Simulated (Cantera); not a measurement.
Input: 1 mol C₂H₄, 4.5 mol H₂, 0.0094 mol O₂, held at 1875 K and 47.0 bar.

Cantera equilibrium calculation (NASA polynomials, part measured and part estimated; ideal gas, pure solids and liquids). The ideal-gas law is rough above about 30 bar. Equilibrium is a limit: real reactors are often held back by kinetics, nucleation or transport.

| species | before | after |
|---|---|---|
| H₂ | 0.970 | 0.980 |
| CH₄ | 0.0268 | 0.0141 |
| CO | 0.00294 | 0.00291 |
| C₂H₂ (acetylene) | 0.000307 | 0.00162 |
| H | 9.41e-5 | 0.000518 |
| CH₃ | 5.22e-5 | 0.000145 |
| H₂O | 2.67e-5 | 9.94e-6 |
| C₂H₄ | 0.000199 | 0.000264 |
| C(graphite), mol | 1.80 | 1.87 |
Gas species are given as mole fractions.

**Question.** What was changed between the two runs?
A. temperature from 1875 K to 2123 K
B. pressure from 47.0 bar to 1 atm
C. pressure from 47.0 bar to 2.70 bar
D. temperature from 1875 K to 1398.15 K

**Answer.** A, temperature from 1875 K to 2123 K
